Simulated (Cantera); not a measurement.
Feed: 1 mol CuF2, 0.023 mol HF, 20 mol N2, equilibrated at 925 K and 76.0 mbar.

Cantera equilibrium calculation (NASA polynomials, part measured and part estimated; ideal gas, pure solids and liquids). Candidate condensed phases: Cu, CuF2; 25 gas species. Rates play no part.

Base state: N2 0.999, HF 0.00115, CuF2 1.33e-5 (mole fractions); condensed: CuF2(s).

Task: What changes in the equilibrium state with this change: temperature from 925 K to 2123 K?

Result: 
| species | before | after |
|---|---|---|
| N2 | 0.999 | 0.915 |
| F | 7.03e-9 | 0.0386 |
| CuF | 7.03e-9 | 0.0383 |
| Cu | <1e-9 | 0.000120 |
| CuF2 | 1.33e-5 | 0.00727 |
| HF | 0.00115 | 0.00105 |
| CuF2(s), mol | 1.000 | 0 |

Task: What changes in the equilibrium state with this change: pressure from 76.0 mbar to 6.70 Pa?

Result: 
```
species        before    after
------------  -------  -------
N2              0.999    0.984
CuF2          1.33e-5   0.0150
HF            0.00115  0.00113
CuF2(s), mol    1.000    0.694
```
